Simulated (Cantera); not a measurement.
A Cantera script and what it prints.

```python
import numpy as np
import cantera as ct

gas_names = """
    N N2 Si SiN Si2 Si2N Si3
""".split()
cond_names = """
    Si(cr) Si(L) Si3N4(a)
""".split()


# ... load() reads the species with a 1 bar reference pressure and builds the phases ...
atoms = {
    'Si3N4': {'Si': 3, 'N': 4},
    'Si': {'Si': 1},
    'N2': {'N': 2},
}
top_T = {'Si3N4(a)': 2400}  # K; cautious upper limits of use, not melting points


# ... equilibrate(T, P, feed) seeds the gas with the atoms and calls Mixture.equilibrate('TP', solver="vcs", rtol=1e-11, max_steps=5000) ...
results = []
feed = {'Si3N4': 1, 'Si': 0.091, 'N2': 1}  # mol
P = 10000  # Pa
for T in [1750, 1800, 1850, 1900, 1950, 2000, 2050, 2100, 2150, 2200, 2250, 2300]:
    mix = equilibrate(T, P, feed)
    results.append((T, P, feed, dict(zip(mix.species_names, mix.species_moles))))
    x = sorted(zip(gas.X, gas.species_names), reverse=True)
    print(f"T = {T:g} K  P = {P:g} Pa  gas = {mix.phase_moles(0):.4g} mol")
    print("   x: " + "  ".join(f"{s} {v:.3e}" for v, s in x if v > 0.001))
    print("   condensed (mol): " + ("  ".join(f"{mix.phase(i).name} {mix.phase_moles(i):.4g}"
          for i in range(1, mix.n_phases) if mix.phase_moles(i) > 1e-12) or "none"))
```

It prints:

```
T = 1750 K  P = 10000 Pa  gas = 0.9393 mol
   x: N2 1.000e+00
   condensed (mol): Si3N4(a) 1.03
T = 1800 K  P = 10000 Pa  gas = 0.9393 mol
   x: N2 1.000e+00
   condensed (mol): Si3N4(a) 1.03
T = 1850 K  P = 10000 Pa  gas = 0.9394 mol
   x: N2 1.000e+00
   condensed (mol): Si3N4(a) 1.03
T = 1900 K  P = 10000 Pa  gas = 0.9395 mol
   x: N2 9.999e-01
   condensed (mol): Si3N4(a) 1.03
T = 1950 K  P = 10000 Pa  gas = 0.9397 mol
   x: N2 9.997e-01
   condensed (mol): Si3N4(a) 1.03
T = 2000 K  P = 10000 Pa  gas = 3.001 mol
   x: N2 9.995e-01
   condensed (mol): Si(L) 3.089
T = 2050 K  P = 10000 Pa  gas = 3.003 mol
   x: N2 9.991e-01
   condensed (mol): Si(L) 3.088
T = 2100 K  P = 10000 Pa  gas = 3.004 mol
   x: N2 9.985e-01  Si 1.334e-03
   condensed (mol): Si(L) 3.086
T = 2150 K  P = 10000 Pa  gas = 3.007 mol
   x: N2 9.974e-01  Si 2.245e-03
   condensed (mol): Si(L) 3.083
T = 2200 K  P = 10000 Pa  gas = 3.012 mol
   x: N2 9.958e-01  Si 3.687e-03
   condensed (mol): Si(L) 3.078
T = 2250 K  P = 10000 Pa  gas = 3.019 mol
   x: N2 9.934e-01  Si 5.923e-03
   condensed (mol): Si(L) 3.07
T = 2300 K  P = 10000 Pa  gas = 3.03 mol
   x: N2 9.896e-01  Si 9.317e-03
   condensed (mol): Si(L) 3.058
```

Method: chemical equilibrium by Gibbs-energy minimisation in Cantera with the NASA 1993 tables (ideal gas, pure condensed phases). The tables' values for SiN are old estimates; treat these amounts as uncertain.
